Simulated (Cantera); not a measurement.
# Catalytic combustion on Pt

An isothermal plug-flow reactor at 600 K and 4.93 atm (inlet), inlet velocity 1.3 m/s, active area per volume 210 1/m; feed 0.916 % H2, 4.34 % O2, 92.7 % N2, 2.00 % H2O, equivalence ratio 0.11.

Detailed kinetics in Cantera: Deutschmann's 1995 Pt surface mechanism with GRI-Mech 3.0 gas chemistry. Catalytic surfaces can have several steady states; this one follows from the mechanism file's or the stated starting coverage. Mass transfer to the wall is taken as infinitely fast.

```csv
z (m),x H2,x O2,x H2O,θ free Pt,θ O*,θ OH*
5.3e-05,0.00842,0.0431,0.0207,0.321,0.611,0.0670
0.0001,0.00786,0.0428,0.0213,0.301,0.631,0.0663
0.0002,0.00687,0.0423,0.0223,0.266,0.668,0.0647
0.00038,0.00558,0.0417,0.0236,0.220,0.718,0.0617
0.00074,0.00404,0.0410,0.0251,0.162,0.781,0.0561
0.0014,0.00267,0.0403,0.0265,0.109,0.842,0.0484
0.0027,0.00159,0.0398,0.0276,0.0654,0.895,0.0392
0.0053,0.000872,0.0395,0.0284,0.0363,0.933,0.0300
```
x: gas mole fraction; θ: surface coverage.
